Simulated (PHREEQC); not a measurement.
A solution holds 0.011 mol/kgw KOH, 3.7e-05 mol/kgw Na2SiO3 and 0.0071 mol/kgw Na2CO3, at 20 °C. Closed to the air; pH follows from the charge balance.

The numbers come from PHREEQC with the ion-association model, wateq4f.dat.

Precipitation was switched off in this run.

**Question.** What pH, ionic strength does the model give?

**Answer.** pH 12.14; ionic strength 0.0310 mol/kgw.

**Question.** In which forms is C present?

**Answer.** CO3-2 90 %, NaCO3- 9.4 %, HCO3- 1.0 % of the C.

Complexes and solids missing from the database can't appear.
